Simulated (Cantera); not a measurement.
# Thermodynamics of metals in furnace atmospheres, feed Ti + H₂O + CO

Input: 1 mol Ti, 4.3 mol H₂O, 4 mol CO, held at 1227 °C and 100 Torr.

These are equilibrium values from Cantera (NASA tables, ideal gas, pure condensed phases), not measurements of a reactor. Candidate condensed phases: C, C₆H₆, C₇H₈, C₈H₁₈, H₂O, Ti, TiC, TiO, TiO₂, Ti₂O₃, Ti₃O₅, Ti₄O₇; 113 gas species. Gases not in the tables: TiO(OH)₂. Rates play no part.

```yaml
x(CO): 0.394
x(H₂): 0.329
x(H₂O): 0.189
x(CO₂): 0.0878
x(H): 2.76e-5
n(TiO₂(rutile)): 1.00 mol
gas_amount: 8.300 mol
log10 activity of Ti₄O₇(s) (absent): -1.56
log10 activity of Ti₃O₅(s) (absent): -1.70
log10 activity of Ti₂O₃(s) (absent): -2.21
```
